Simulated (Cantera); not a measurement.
**Thermodynamics of abatement and gas-phase synthesis, feed S + O2**

A closed system holds: 1 mol S, 0.4 mol O2, at 3.75 Torr.

Cantera equilibrium calculation (NASA polynomials, part measured and part estimated; ideal gas, pure solids and liquids). Candidate condensed phases: S; 10 gas species. Equilibrium is a limit: real reactors are often held back by kinetics, nucleation or transport.

From 2675 K to 3350 K nothing is condensed.

| T (K) | x S | x SO | x O | x SO2 | x S2 | x O2 |
|---|---|---|---|---|---|---|
| 2675 | 0.294 | 0.449 | 0.0334 | 0.161 | 0.0569 | 0.00529 |
| 2750 | 0.323 | 0.437 | 0.0570 | 0.135 | 0.0401 | 0.00822 |
| 2825 | 0.350 | 0.411 | 0.0919 | 0.107 | 0.0284 | 0.0118 |
| 2900 | 0.378 | 0.370 | 0.138 | 0.0780 | 0.0205 | 0.0151 |
| 2975 | 0.408 | 0.317 | 0.191 | 0.0517 | 0.0151 | 0.0170 |
| 3050 | 0.438 | 0.257 | 0.246 | 0.0310 | 0.0112 | 0.0169 |
| 3125 | 0.466 | 0.198 | 0.296 | 0.0169 | 0.00840 | 0.0150 |
| 3200 | 0.489 | 0.146 | 0.337 | 0.00860 | 0.00624 | 0.0123 |
| 3275 | 0.508 | 0.105 | 0.369 | 0.00416 | 0.00461 | 0.00943 |
| 3350 | 0.522 | 0.0735 | 0.392 | 0.00196 | 0.00340 | 0.00697 |
x: gas mole fraction; nothing condenses.
